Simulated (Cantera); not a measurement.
# Thermodynamics of calcination and drying, feed Ca(OH)2 + H2 + H2O

Feed: 1 mol Ca(OH)2, 0.64 mol H2, 0.15 mol H2O, equilibrated at 13.3 mbar.

Method: chemical equilibrium by Gibbs-energy minimisation in Cantera with the NASA 1993 tables (ideal gas, pure condensed phases). Candidate condensed phases: Ca, CaO, Ca(OH)2, H2O; 14 gas species. Equilibrium is a limit: real reactors are often held back by kinetics, nucleation or transport.

```tsv
T (°C)	x H2	x H2O	n CaO(s)	n Ca(OH)2(s)
300	0.810	0.190	0.000508	0.999
350	0.358	0.642	1.00	0
400	0.358	0.642	1.00	0
450	0.358	0.642	1.00	0
500	0.358	0.642	1.00	0
550	0.358	0.642	1.00	0
600	0.358	0.642	1.00	0
```
x: gas mole fraction; n: condensed amount in mol.

At 300 °C the condensed part is CaO(s) + Ca(OH)2(s). From 350 °C to 600 °C the condensed part is CaO(s).
